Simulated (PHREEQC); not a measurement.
Make-up at 25 °C: 1.5 mol KCl per kg of water. Closed to the air; pH follows from the charge balance.

All values are PHREEQC results (Pitzer model, pitzer.dat), not measurements.

| Quantity | Value |
|---|---|
| ionic strength | 1.50 mol/kgw |
| activity of water | 0.952 |
| density | 1.062 g/cm³ |
| osmotic coefficient | 0.904 |

```json
[
 {"species": "Cl-", "molality": "1.50", "activity": "0.876", "log γ": "-0.234"},
 {"species": "K+", "molality": "1.50", "activity": "0.876", "log γ": "-0.234"},
 {"species": "OH-", "molality": "1.25e-7", "activity": "8.57e-8", "log γ": "-0.162"},
 {"species": "H+", "molality": "1.25e-7", "activity": "1.12e-7", "log γ": "-0.044"}
]
```

This is a speciation only: nothing precipitates in the calculation. Complexes and solids missing from the database can't appear.
